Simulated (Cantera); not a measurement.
A perfectly stirred reactor is fed with 3.57 % CH4, 4.15 % O2, 92.3 % N2, equivalence ratio 1.7, at 220000 Pa; it is held at 1500 K, and followed from long to short residence time.

Computed with Cantera and GRI-Mech 3.0 (53 species, 325 reactions). The temperature is held fixed by assumption; the heat of reaction is taken as removed at once.

x: mole fraction; the columns are a selection and need not sum to one.

```tsv
τ (s)	x CH4	x O2	x N2O	x CO	x CO2
0.93	0.00479	0.000676	1.94e-9	0.0151	0.0114
0.38	0.00491	0.00113	3.62e-9	0.0159	0.0105
0.15	0.00506	0.00187	6.51e-9	0.0169	0.00932
0.061	0.00536	0.00299	1.09e-8	0.0179	0.00800
0.025	0.00597	0.00480	1.71e-8	0.0185	0.00657
0.010	0.00727	0.00797	2.49e-8	0.0184	0.00495
0.0041	0.0101	0.0138	3.15e-8	0.0165	0.00313
0.0016	0.0320	0.0393	9.45e-9	0.00111	4.40e-5
0.00066	0.0353	0.0413	[?]	[?]	[?]
0.00027	0.0356	0.0415	2.63e-10	[?]	[?]
```

Task: Some entries are withheld; supply them.

Result: 
- 0.00066, x N2O: 1.20e-9
- 0.00066, x CO: 4.20e-5
- 0.00066, x CO2: 1.05e-6
- 0.00027, x CO: 2.18e-6
- 0.00027, x CO2: 8.30e-8
